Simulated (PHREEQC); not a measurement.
Make-up at 25 °C: 0.76 mol/kgw NaHSO4, 3e-05 mol/kgw Na2B4O7 and 0.00023 mol/kgw KCl. Closed to the air; pH follows from the charge balance.

All values are PHREEQC results (ion-association model, phreeqc.dat), not measurements.

The ionic strength comes out as 1.07 mol/kgw. What activity coefficients do KSO4-, Cl-, Na+, NaSO4-, H+ get?

KSO4- 0.65, Cl- 0.61, Na+ 0.74, NaSO4- 0.65, H+ 0.74.

Precipitation was switched off in this run. Caution: at this ionic strength the ion-association model is outside its range; a Pitzer model would be the better tool where its parameters exist. Complexes and solids missing from the database can't appear.
